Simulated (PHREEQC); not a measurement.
Dissolve 0.2 mol MnSO4, 0.0072 mol ZnCl2, 0.24 mol H2SO4 and 0.00037 mol NaCl per kg of water at 25 °C. Closed to the air; pH follows from the charge balance.

The numbers come from PHREEQC with the ion-association model, phreeqc.dat.

Precipitation was switched off in this run.

Problem. Predict the pH, density, activity of water.

Solution. pH 0.83; density 1.038 g/cm³; activity of water 0.987.

Problem. In which forms is Cl present?

Solution. Cl- 89 %, MnCl+ 10 % of the Cl.
